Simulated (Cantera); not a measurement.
Feed: 1 mol Si3N4, 0.42 mol N2, held at 0.0100 bar.

These are equilibrium values from Cantera (NASA tables, ideal gas, pure condensed phases), not measurements of a reactor. Candidate condensed phases: Si, Si3N4; 7 gas species. The numbers say what is thermodynamically allowed, not how fast it happens.

Task: What share of the Si ends up in condensed phases as a function of T (K), at 2173, 2223, 2273, 2323, 2373, 2423, 2473, 2523, 2573, 2623?

Result: 
```
T (K)  Si condensed (%)     as
-----  ----------------  -----
2173               97.4  Si(l)
2223               95.7  Si(l)
2273               93.0  Si(l)
2323               88.6  Si(l)
2373               81.3  Si(l)
2423               68.4  Si(l)
2473               43.3  Si(l)
2523                0.0      -
2573                0.0      -
2623                0.0      -
```
